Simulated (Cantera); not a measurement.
Feed: 1 mol SiH4, 0.35 mol N2, 3.8 mol H2, at 0.400 bar.

Method: chemical equilibrium by Gibbs-energy minimisation in Cantera with the NASA 1993 tables (ideal gas, pure condensed phases). Candidate condensed phases: Si, Si3N4; 18 gas species. N2 is the only nitrogen source here; it is nearly inert below about 1500 K, so the nitride shown seldom forms there in practice. Mutual solubility and eutectic melting of coexisting phases are not modelled. The numbers say what is thermodynamically allowed, not how fast it happens. All values below are at 1148 K.

Base state: H2 1.00 (mole fractions); condensed: Si(s) + Si3N4(s).

Problem. What changes in the equilibrium state with this change: SiH4 replaced by SiHCl3?

Solution. 
| species | before | after |
|---|---|---|
| H2 | 1.00 | 0.699 |
| HCl | 0 | 0.210 |
| SiCl4 | 0 | 0.0833 |
| SiHCl3 | 0 | 0.00555 |
| SiCl3 | 0 | 0.000955 |
| Si(s), mol | 0.475 | 0 |
| Si3N4(s), mol | 0.175 | 0.174 |
The tables' values for SiCl3 are old estimates; treat these amounts as uncertain. Further candidate phases: NH4Cl.
